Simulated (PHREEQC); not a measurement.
## Copper plating or etch bath: speciation

Consider water at 25 °C with 0.0012 mol CuSO4, 0.00043 mol HCl and 0.0043 mol NaCl per kg of water. Closed to the air; pH follows from the charge balance.

The numbers come from PHREEQC with the ion-association model, wateq4f.dat.

Each row changes one thing in this solution. Precipitation was switched off in this run.

```tsv
case	pH	ionic strength (mol/kgw)	HSO4- (mol/kgw)	NaSO4- (mol/kgw)	SI of Halite (NaCl)	SI of Mirabilite (Na2SO4:10H2O)
as made	3.43	0.00899	2.81e-5	1.53e-5	-6.36	-6.85
CuSO4 replaced by ZnSO4 at the same molality	3.43	0.00894	2.78e-5	1.51e-5	-6.36	-6.86
NaCl from 0.0043 to 0.00043 mol/kgw	3.43	0.00509	3.02e-5	1.66e-6	-8.08	-8.80
HCl from 0.00043 to 8.6e-05 mol/kgw	4.13	0.00868	5.76e-6	1.56e-5	-6.39	-6.84
HCl replaced by FeCl3 at the same molality	3.40	0.00996	2.84e-5	1.41e-5	-6.29	-6.89
```

Complexes and solids missing from the database can't appear. Some of these states are supersaturated (in Jarosite-Na, Fe(OH)3(a), for instance).
